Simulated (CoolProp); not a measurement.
500 sccm (0 °C, 1 atm) of nitrogen bubbles through liquid cyclopentane at 292.3 K and leaves saturated at a total pressure of 0.15 MPa (ideal gas phase). Each further row changes one setting.

Computed with CoolProp (reference Helmholtz-energy equation of state, Gedanitz 2015).

```
case                      vapour pressure (kPa)  mole fraction of vapour  delivery (mg/min)  delivery (sccm)  change of delivery for a bath 1 K warmer (%)
------------------------  ---------------------  -----------------------  -----------------  ---------------  --------------------------------------------
as stated                                  33.5                    0.223                449              144                                           [?]
bath temperature 297.3 K                    [?]                      [?]                [?]              188                                           [?]
total pressure 0.3 MPa                     33.5                      [?]                196             62.7                                           [?]
```

**Question.** Some entries are withheld; supply them.

**Answer.** 
- as stated, change of delivery for a bath 1 K warmer (%): 5.5
- bath temperature 297.3 K, vapour pressure (kPa): 40.9
- bath temperature 297.3 K, mole fraction of vapour: 0.273
- bath temperature 297.3 K, delivery (mg/min): 587
- bath temperature 297.3 K, change of delivery for a bath 1 K warmer (%): 5.6
- total pressure 0.3 MPa, mole fraction of vapour: 0.112
- total pressure 0.3 MPa, change of delivery for a bath 1 K warmer (%): 4.7
